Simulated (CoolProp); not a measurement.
Saturated liquid density (kg/m³) of fluorine: the reference equation beside estimates from Tc = 144.4 K, pc = 5.240 MPa, ω = 0.045. Rackett uses Z = 0.29056 − 0.08775 ω.

The numbers come from the reference Helmholtz-energy equation of state, de Reuck 1990 in CoolProp.

```json
[
 {"T (K)": "82.5", "reference": "1519", "Rackett": "1543", "van der Waals": "1042", "Redlich-Kwong": "1538", "Soave-Redlich-Kwong": "1526", "Peng-Robinson": "1721"},
 {"T (K)": "87.2", "reference": "1487", "Rackett": "1510", "van der Waals": "1019", "Redlich-Kwong": "1500", "Soave-Redlich-Kwong": "1490", "Peng-Robinson": "1682"},
 {"T (K)": "91.9", "reference": "1452", "Rackett": "1475", "van der Waals": "996.0", "Redlich-Kwong": "1459", "Soave-Redlich-Kwong": "1451", "Peng-Robinson": "1640"},
 {"T (K)": "96.6", "reference": "1417", "Rackett": "1439", "van der Waals": "971.3", "Redlich-Kwong": "1416", "Soave-Redlich-Kwong": "1410", "Peng-Robinson": "1595"},
 {"T (K)": "101.3", "reference": "1380", "Rackett": "1401", "van der Waals": "945.2", "Redlich-Kwong": "1370", "Soave-Redlich-Kwong": "1366", "Peng-Robinson": "1546"},
 {"T (K)": "106", "reference": "1340", "Rackett": "1362", "van der Waals": "917.4", "Redlich-Kwong": "1320", "Soave-Redlich-Kwong": "1318", "Peng-Robinson": "1493"},
 {"T (K)": "110.7", "reference": "1299", "Rackett": "1320", "van der Waals": "887.6", "Redlich-Kwong": "1267", "Soave-Redlich-Kwong": "1267", "Peng-Robinson": "1436"},
 {"T (K)": "115.4", "reference": "1254", "Rackett": "1275", "van der Waals": "855.5", "Redlich-Kwong": "1209", "Soave-Redlich-Kwong": "1211", "Peng-Robinson": "1372"},
 {"T (K)": "120.1", "reference": "1206", "Rackett": "1226", "van der Waals": "820.4", "Redlich-Kwong": "1146", "Soave-Redlich-Kwong": "1149", "Peng-Robinson": "1302"},
 {"T (K)": "124.8", "reference": "1153", "Rackett": "1172", "van der Waals": "781.6", "Redlich-Kwong": "1076", "Soave-Redlich-Kwong": "1080", "Peng-Robinson": "1223"},
 {"T (K)": "129.5", "reference": "1092", "Rackett": "1112", "van der Waals": "737.5", "Redlich-Kwong": "997.2", "Soave-Redlich-Kwong": "1002", "Peng-Robinson": "1132"},
 {"T (K)": "134.2", "reference": "1018", "Rackett": "1040", "van der Waals": "685.8", "Redlich-Kwong": "905.2", "Soave-Redlich-Kwong": "910.1", "Peng-Robinson": "1025"},
 {"T (K)": "138.9", "reference": "919.9", "Rackett": "945.8", "van der Waals": "620.1", "Redlich-Kwong": "790.5", "Soave-Redlich-Kwong": "794.8", "Peng-Robinson": "888.8"}
]
```

Absolute difference from the reference over all 13 rows, mean and median: Rackett 1.8 and 1.6 %, van der Waals 31.9 and 31.7 %, Redlich-Kwong 4.3 and 2.5 %, Soave-Redlich-Kwong 4.1 and 2.5 %, Peng-Robinson 9.0 and 10.5 %.
